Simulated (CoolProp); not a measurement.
Saturated liquid density (kg/m³) of n-octane: the reference equation beside estimates from Tc = 568.7 K, pc = 24.84 bar, ω = 0.398. Rackett uses Z = 0.29056 − 0.08775 ω.

The numbers come from the reference Helmholtz-energy equation of state, Beckmüller 2019 in CoolProp.

```csv
T (K),reference,Rackett,van der Waals
418,592.4,596.7,331.6
428,582.2,585.9,325.9
438,571.6,574.9,319.9
448,560.6,563.4,313.7
458,549.2,551.5,307.2
468,537.2,539.1,300.4
478,524.6,526.0,293.2
488,511.3,512.3,285.6
498,497.0,497.7,277.4
507.9,481.7,482.1,268.8
517.9,464.7,465.1,259.3
527.9,445.8,446.2,248.8
```

Absolute difference from the reference over all 12 rows, mean and median: Rackett 0.3 and 0.3 %, van der Waals 44.1 and 44.1 %.
